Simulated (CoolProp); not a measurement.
Toluene along the isotherm 52.05 °C: fugacity coefficient from the reference equation and from simpler models built on Tc = 318.6 °C, pc = 4126 kPa, ω = 0.266; each cubic takes its own stable root.

The numbers come from the reference Helmholtz-energy equation of state, Lemmon 2006 in CoolProp. It is a short technical equation, of lower accuracy than the large ones.

```tsv
p (kPa)	phase	reference
65.2	liquid	0.2041
102	liquid	0.1306
158	liquid	0.08452
246	liquid	0.05448
384	liquid	0.03510
597	liquid	0.02277
930	liquid	0.01482
1450	liquid	0.009707
2250	liquid	0.006463
3510	liquid	0.004360
5470	liquid	0.003029
8510	liquid	0.002202
13300	liquid	0.001708
20600	liquid	0.001477
```

### Question
How far does each simpler model (van der Waals, Soave-Redlich-Kwong) lie from the reference over these 14 states: mean and median of the absolute difference, and the worst?

### Answer
- van der Waals: mean 1426.7 %, median 1428.8 %, worst +2455.9 % at 52.05 °C and 20600 kPa
- Soave-Redlich-Kwong: mean 2.4 %, median 2.3 %, worst +7.2 % at 52.05 °C and 20600 kPa

At some of these states van der Waals gives the other phase, because its saturation line lies elsewhere.
